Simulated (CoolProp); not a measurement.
Model: reference Helmholtz-energy equation of state, Tillner-Roth 1997, in CoolProp.

Give the vapour pressure (MPa), liquid cp (kJ/(kg K)), liquid viscosity (µPa s), liquid conductivity (mW/(m K)) of saturated CH2F2 (R32) at -70.85 °C.


```csv
T (°C),p (MPa),liquid cp (kJ/(kg K)),liquid viscosity (µPa s),liquid conductivity (mW/(m K))
-70.85,0.0342,1.57,401,207
```

Viscosity comes from a separate model (Bell 2016), an estimate that may be off by 10 % or more. Thermal conductivity comes from a separate model (Huber 2003), an estimate that may be off by 10 % or more.
